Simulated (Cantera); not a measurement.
Low-pressure radical oxidation in H2/O2

An isothermal, constant-pressure homogeneous reactor starts with 0.537 % H2, 99.5 % O2, equivalence ratio 0.0027, at 1075 K and 520 Pa.

Model: the H2/O2 subset of GRI-Mech 3.0, which has no nitrogen chemistry, integrated in Cantera. Radical loss at walls, strong at low pressure, is not modelled.

| t (s) | x H2 | x O2 | x OH | x O | x H | x H2O | x HO2 |
|---|---|---|---|---|---|---|---|
| 1.00e-6 | 0.00537 | 0.995 | <1e-12 | <1e-12 | <1e-12 | <1e-12 | <1e-12 |
| 5.41e-6 | 0.00537 | 0.995 | <1e-12 | <1e-12 | <1e-12 | <1e-12 | <1e-12 |
| 2.93e-5 | 0.00537 | 0.995 | <1e-12 | <1e-12 | 3.72e-12 | <1e-12 | 3.99e-12 |
| 0.000159 | 0.00537 | 0.995 | 6.46e-12 | 6.57e-12 | 1.52e-11 | <1e-12 | 2.16e-11 |
| 0.000860 | 0.00537 | 0.995 | 8.80e-11 | 9.74e-11 | 3.53e-11 | 1.60e-11 | 1.17e-10 |
| 0.00465 | 0.00537 | 0.995 | 9.47e-10 | 1.37e-9 | 1.45e-10 | 8.88e-10 | 6.37e-10 |
| 0.0252 | 0.00537 | 0.995 | 4.46e-7 | 7.36e-7 | 5.82e-8 | 7.93e-7 | 5.88e-9 |
| 0.136 | 1.44e-5 | 0.990 | 0.000282 | 0.00439 | 0.000176 | 0.00513 | 3.61e-7 |
| 0.739 | 8.09e-6 | 0.992 | 0.000216 | 0.00267 | 8.19e-5 | 0.00522 | 2.83e-7 |
| 4.00 | 1.64e-6 | 0.994 | 9.80e-5 | 0.000539 | 7.47e-6 | 0.00533 | 1.26e-7 |
x: mole fraction; the columns are a selection and need not sum to one.

Equilibrium at this temperature and pressure: H2 5.28e-11, O2 0.995, OH 5.75e-7, O 1.83e-8, H 1.49e-12, H2O 0.00539, HO2 5.69e-10 (gas phase only).
